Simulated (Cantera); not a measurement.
Input: 1 mol AlN, 7.9 mol HCl, 70 mol H2, at 53.0 Pa.

These are equilibrium values from Cantera (NASA tables, ideal gas, pure condensed phases), not measurements of a reactor. Candidate condensed phases: Al, AlCl3, AlN, NH4Cl; 20 gas species. Equilibrium is a limit: real reactors are often held back by kinetics, nucleation or transport. All values below are at 898 K.

Base state: H2 0.918, HCl 0.0629, AlCl3 0.0128, N2 0.00642 (mole fractions); condensed: gas only.

Task: What changes in the equilibrium state with this change: HCl from 7.9 to 1.1 mol?

Result: 
```
species       before     after
-----------  -------  --------
H2             0.918     0.986
HCl           0.0629    0.0128
AlCl3         0.0128  0.000885
N2           0.00642  0.000443
AlN(s), mol        0     0.937
```
